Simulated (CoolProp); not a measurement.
Vapour-liquid equilibrium of fluoroethane (R161) (1) + R134a (2) at -32.65 °C; x and y are mole fractions of (1).

Computed with CoolProp (multi-fluid Helmholtz-energy mixture model, Wu 2012 and Tillner-Roth 1994; pair parameters Bell 2016).

**Question.** Give the bubble pressure and the first vapour's composition at x = 0.125, 0.2, 0.5. Is there an azeotrope?

**Answer.** x = 0.125: 79.10 kPa, y = 0.178; x = 0.2: 82.22 kPa, y = 0.277; x = 0.5: 96.58 kPa, y = 0.623. No azeotrope shows between x = 0.05 and 0.95.

The pair parameters rest on a limited set of measurements; away from them the model extrapolates.
